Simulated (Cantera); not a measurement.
What does this Cantera script print?

```python
import numpy as np
import cantera as ct

gas = ct.Solution("gri30.yaml")
gas.TPX = 1273, 2100000, {'CH4': 1, 'H2': 0.94, 'O2': 3.25, 'N2': 12.2}
reactor = ct.IdealGasConstPressureReactor(gas, energy="on", clone=False)
net = ct.ReactorNet([reactor])
net.rtol, net.atol = 1e-08, 1e-16
show = ['CH4', 'H2', 'O2', 'C2H6', 'C2H', 'NO']
times = np.geomspace(1e-06, 0.1, 11)

steps = ct.SolutionArray(gas, extra=["t"])
rows = []
print(f"{'t/s':>10s}{'T/K':>9s}{'P/Pa':>11s}" + "".join(f"{s:>11s}" for s in show))
for t in times:
    while net.time < t:
        t_next = net.step()
        steps.append(gas.state, t=t_next)
    rows.append([np.interp(t, steps.t, y) for y in (steps.T, steps.P, *steps(*show).X.T)])
    print(f"{t:10.3e}{rows[-1][0]:9.1f}{rows[-1][1]:11.4g}" + "".join(f"{x:11.3e}" for x in rows[-1][2:]))
rate = np.gradient(steps.T, steps.t)
print("integrator steps:", len(steps.t))
if steps.T.max() > steps.T[0] + 200:
    print(f"time of steepest temperature rise: {steps.t[rate.argmax()]:.4e} s")
gas.TPX = 1273, 2100000, {'CH4': 1, 'H2': 0.94, 'O2': 3.25, 'N2': 12.2}
gas.equilibrate("HP")
print(f"equilibrium (HP): T = {gas.T:.1f} K  " + "  ".join(f"{s} {gas[s].X[0]:.3e}" for s in show))
```

It prints:

```
       t/s      T/K       P/Pa        CH4         H2         O2       C2H6        C2H         NO
 1.000e-06   1273.0    2.1e+06  5.750e-02  5.405e-02  1.869e-01  2.901e-12  1.566e-31  2.691e-18
 3.162e-06   1273.0    2.1e+06  5.750e-02  5.405e-02  1.869e-01  9.151e-11  5.553e-29  1.782e-17
 1.000e-05   1273.0    2.1e+06  5.750e-02  5.405e-02  1.869e-01  3.283e-09  3.885e-26  2.226e-16
 3.162e-05   1273.5    2.1e+06  5.747e-02  5.397e-02  1.868e-01  1.262e-06  1.064e-20  6.810e-14
 1.000e-04   2695.6    2.1e+06  2.619e-16  2.413e-03  4.602e-02  1.518e-30  1.074e-21  4.806e-04
 3.162e-04   2688.8    2.1e+06  2.569e-16  2.399e-03  4.406e-02  1.333e-30  8.078e-22  4.559e-03
 1.000e-03   2678.6    2.1e+06  2.548e-16  2.382e-03  4.115e-02  1.304e-30  7.081e-22  1.063e-02
 3.162e-03   2675.0    2.1e+06  2.542e-16  2.377e-03  4.015e-02  1.294e-30  6.760e-22  1.273e-02
 1.000e-02   2675.0    2.1e+06  2.542e-16  2.377e-03  4.014e-02  1.294e-30  6.756e-22  1.275e-02
 3.162e-02   2675.0    2.1e+06  2.542e-16  2.377e-03  4.014e-02  1.294e-30  6.756e-22  1.275e-02
 1.000e-01   2675.0    2.1e+06  2.542e-16  2.377e-03  4.014e-02  1.294e-30  6.756e-22  1.275e-02
integrator steps: 1945
time of steepest temperature rise: 7.9422e-05 s
equilibrium (HP): T = 2675.0 K  CH4 3.402e-16  H2 2.377e-03  O2 4.014e-02  C2H6 1.983e-30  C2H 7.487e-22  NO 1.275e-02
```

Computed with Cantera and GRI-Mech 3.0 (53 species, 325 reactions). The pressure lies above the range GRI-Mech 3.0 was tuned for (to about 10 atm).
